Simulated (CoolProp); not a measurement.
Vapour-liquid equilibrium of methanol (1) + water (2) at 167.75 °C; x and y are mole fractions of (1).

Computed with CoolProp (multi-fluid Helmholtz-energy mixture model, de Reuck 1993 and Wagner 2002; pair parameters Bell 2016).

| x | bubble pressure (kPa) | y at the bubble point | dew pressure at overall composition x (kPa) | liquid density (mol/L) |
|---|---|---|---|---|
| 0.05 | 841.0 | 0.143 | ? | ? |
| 0.15 | 1007 | 0.341 | 846.2 | ? |
| 0.25 | 1158 | 0.479 | 924.1 | 38.15 |
| 0.35 | 1298 | 0.582 | 1015 | 34.52 |
| 0.45 | 1429 | 0.666 | 1123 | ? |
| 0.55 | 1553 | 0.736 | 1251 | 28.54 |
| 0.65 | 1674 | 0.799 | 1403 | 26.06 |
| 0.75 | 1792 | 0.857 | 1579 | 23.86 |
| 0.85 | 1911 | 0.914 | 1777 | 21.88 |
| 0.95 | 2031 | 0.971 | 1986 | ? |

Task: Complete the blanks.

Result: 
- 0.05, dew pressure at overall composition x (kPa): 779.5
- 0.05, liquid density (mol/L): 47.21
- 0.15, liquid density (mol/L): 42.34
- 0.45, liquid density (mol/L): 31.34
- 0.95, liquid density (mol/L): 20.09

No azeotrope shows between x = 0.05 and 0.95.

Pair parameters are fitted to limited data, so mixtures are less certain than the pure fluids.
